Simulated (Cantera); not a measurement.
An isothermal, constant-pressure homogeneous reactor starts with H₂ : O₂ : N₂ = 0.02 : 1 : 4.4 (molar parts), equivalence ratio 0.010, at 1323 K and 790 Pa.

Detailed kinetics in Cantera: GRI-Mech 3.0 (53 species, 325 reactions). Radical loss at walls, strong at low pressure, is not modelled.

Problem. Predict: x(H₂) at 100 s; x(O₂) at 100 s; x(NO) at 100 s; x(HO₂) at 100 s; x(H₂O) at 100 s.

Solution. 
| Property | Result |
|---|---|
| x(H₂) at 100 s | 8.19e-8 (gas-phase equilibrium 1.27e-8) |
| x(O₂) at 100 s | 0.183 (gas-phase equilibrium 0.183) |
| x(NO) at 100 s | 2.54e-7 (gas-phase equilibrium 0.000437) |
| x(HO₂) at 100 s | 3.02e-9 (gas-phase equilibrium 2.40e-9) |
| x(H₂O) at 100 s | 0.00369 (gas-phase equilibrium 0.00369) |
